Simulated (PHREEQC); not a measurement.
Dissolve 0.037 mol HF, 0.0016 mol (CH3)4NF, 0.00067 mol (NH4)2SiF6 and 0.056 mol H2SO4 per kg of water at 25 °C and 500 atm. Closed to the air; pH follows from the charge balance.

Equilibrium calculation in PHREEQC: ion-association model, phreeqc.dat.

Precipitation was switched off in this run.

**Question.** Estimate the pH, ionic strength.

**Answer.** pH 1.20; ionic strength 0.0995 mol/kgw.

**Question.** In which forms is S present?

**Answer.** HSO4- 63 %, SO4-2 36 % of the S.

Under pressure, the constants of complexes without a molar volume in the database are unreliable. (CH3)4N+ isn't in the database: it is added as a free cation with an ion size of 4 Å. SiF6-2 is the database's only silicon fluoride.
